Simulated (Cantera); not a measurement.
Charge: 1 mol CH3SiCl3, 0.022 mol C2H4, 67 mol H2, 0.013 mol C2H2, held at 1.00 bar.

Equilibrium computed with Cantera from the NASA thermochemical tables; the gas is ideal and each condensed phase is pure. Candidate condensed phases: C, C6H6, C7H8, C8H18, Si, SiC; 109 gas species. The feed counts by its element totals alone. Gases not in the tables: Si2H6 and higher silanes. The numbers say what is thermodynamically allowed, not how fast it happens.

Task: Which condensed phases are stable at each of these points (T (K)): 1550, 1600, 1650, 1700, 1750, 1800, 1850, 1900, 1950, 2000, 2050, 2100?

Result: 
```json
[
 {"T (K)": "1550", "condensed phases": "SiC(s)", "Si condensed (%)": "99.2"},
 {"T (K)": "1600", "condensed phases": "SiC(s)", "Si condensed (%)": "99.3"},
 {"T (K)": "1650", "condensed phases": "SiC(s)", "Si condensed (%)": "99.3"},
 {"T (K)": "1700", "condensed phases": "SiC(s)", "Si condensed (%)": "99.2"},
 {"T (K)": "1750", "condensed phases": "C(graphite) + SiC(s)", "Si condensed (%)": "99.1"},
 {"T (K)": "1800", "condensed phases": "C(graphite) + SiC(s)", "Si condensed (%)": "99.0"},
 {"T (K)": "1850", "condensed phases": "C(graphite) + SiC(s)", "Si condensed (%)": "98.8"},
 {"T (K)": "1900", "condensed phases": "SiC(s)", "Si condensed (%)": "98.6"},
 {"T (K)": "1950", "condensed phases": "SiC(s)", "Si condensed (%)": "98.2"},
 {"T (K)": "2000", "condensed phases": "SiC(s)", "Si condensed (%)": "97.8"},
 {"T (K)": "2050", "condensed phases": "SiC(s)", "Si condensed (%)": "97.2"},
 {"T (K)": "2100", "condensed phases": "SiC(s)", "Si condensed (%)": "96.4"}
]
```

From 1550 K to 1700 K the condensed part is SiC(s). From 1750 K to 1850 K the condensed part is C(graphite) + SiC(s). From 1900 K to 2100 K the condensed part is SiC(s).
